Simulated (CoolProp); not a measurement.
Vapour-liquid equilibrium of R152A (1) + isobutene (2) at 0.00634 MPa; x and y are mole fractions of (1).

Computed with CoolProp (multi-fluid Helmholtz-energy mixture model, Outcalt 1996 and Lemmon 2005; pair parameters Bell 2016).

```
x     bubble temperature, mixture model (K)  bubble temperature, Raoult's law (K)  y, mixture model  y, Raoult's law
----  -------------------------------------  ------------------------------------  ----------------  ---------------
0.05                                      ?                                 211.0             0.314            0.103
0.15                                  202.5                                 209.4             0.542            0.279
0.25                                  200.7                                 208.0             0.623            0.422
0.35                                      ?                                 206.7             0.662            0.542
0.45                                      ?                                 205.6             0.683            0.643
0.55                                      ?                                 204.5             0.700            0.730
0.65                                  199.1                                 203.5             0.719            0.804
0.75                                  199.1                                 202.6             0.748            0.869
0.85                                  199.2                                 201.7                 ?            0.926
0.95                                  199.8                                 200.9             0.906            0.977
```

### Question
Complete the blanks.

### Answer

- 0.05, bubble temperature, mixture model (K): 207.0
- 0.35, bubble temperature, mixture model (K): 199.9
- 0.45, bubble temperature, mixture model (K): 199.5
- 0.55, bubble temperature, mixture model (K): 199.3
- 0.85, y, mixture model: 0.801

The largest gap from Raoult's law is -7.3 K in bubble temperature, at x = 0.25. y crosses x between x = 0.65 and 0.75: the model has an azeotrope there.

Pair parameters are fitted to limited data, so mixtures are less certain than the pure fluids.
